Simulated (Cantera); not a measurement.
Feed: 1 mol BF₃, 7.4 mol H₂O, 0.64 mol N₂, held at 2375 K and 218 Torr.

Method: chemical equilibrium by Gibbs-energy minimisation in Cantera with the NASA 1993 tables (ideal gas, pure condensed phases). Candidate condensed phases: B, BN, B₂O₃, B₃O₃H₃, H₂O; 62 gas species. Equilibrium is a limit: real reactors are often held back by kinetics, nucleation or transport.

Base state: H₂O 0.536, HF 0.244, N₂ 0.0617, BOF 0.0482, HBO₂ 0.0461, H₂ 0.0300, OH 0.0144, O₂ 0.0109 (mole fractions); condensed: gas only.

Question: What changes in the equilibrium state with this change: temperature from 2375 K to 1850 K?

Answer: 
```
species   before     after
-------  -------  --------
H₂O        0.536     0.586
HF         0.244     0.246
N₂        0.0617    0.0636
H₂        0.0300   0.00277
OH        0.0144  0.000824
O₂        0.0109   0.00111
BOF       0.0482    0.0511
HBO₂      0.0461    0.0473
BO       6.87e-5   2.27e-7
O        0.00147   1.19e-5
H        0.00454   5.26e-5
```
